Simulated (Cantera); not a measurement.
NaCl + N₂ (halide evaporation, hydrolysis and transport)

Input: 1 mol NaCl, 160 mol N₂, at 1675 K.

Cantera equilibrium calculation (NASA polynomials, part measured and part estimated; ideal gas, pure solids and liquids). Candidate condensed phases: Na, NaCl; 8 gas species. Equilibrium is a limit: real reactors are often held back by kinetics, nucleation or transport.

```
P (Pa)  log p N₂  log p NaCl  log p Cl  log p Na
------  --------  ----------  --------  --------
0.100      -6.00       -8.82     -8.33     -8.33
1.60       -4.80       -7.17     -7.51     -7.51
25         -3.61       -5.85     -6.85     -6.85
400        -2.40       -4.62     -6.23     -6.23
6300       -1.20       -3.41     -5.63     -5.63
100000      0.00       -2.21     -5.03     -5.03
```
log p: log10 of the partial pressure in bar; nothing condenses.

From 0.100 Pa to 1.00 bar nothing is condensed. The main Na-bearing gas is Na at 0.100 Pa and NaCl at 1.00 bar.
